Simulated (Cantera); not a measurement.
Feed: 1 mol Si, 1.3 mol N₂O, 82 mol H₂, 0.0033 mol O₂, at 8.90 bar.

Cantera equilibrium calculation (NASA polynomials, part measured and part estimated; ideal gas, pure solids and liquids). Candidate condensed phases: H₂O, Si, SiO₂, Si₂N₂O, Si₃N₄; 35 gas species. The tables hold silica as quartz up to 1696 K and as liquid above; real silica turns to tridymite and cristobalite and melts near 1996 K. Equilibrium is a limit: real reactors are often held back by kinetics, nucleation or transport. All values below are at 2000 K.

Base state: H₂ 0.974, N₂ 0.0154, SiO 0.00910, H₂O 0.000866, H 0.000538, NH₃ 2.14e-5 (mole fractions); condensed: SiO₂(l).

Q: What changes in the equilibrium state with this change: Si replaced by Si₃N₄?

A: 
```csv
species,before,after
H₂,0.974,0.978
N₂,0.0154,0.0210
SiO,0.00910,0.000597
H₂O,0.000866,3.90e-6
SiH₂,6.50e-6,9.54e-5
NH₃,2.14e-5,2.50e-5
H,0.000538,0.000539
"SiO₂(l), mol",0.234,0
"Si₂N₂O(s), mol",0,1.26
"Si₃N₄(s), mol",0,0.143
```
Mutual solubility and eutectic melting of coexisting phases are not modelled. Gases not in the tables: Si₂H₆ and higher silanes.
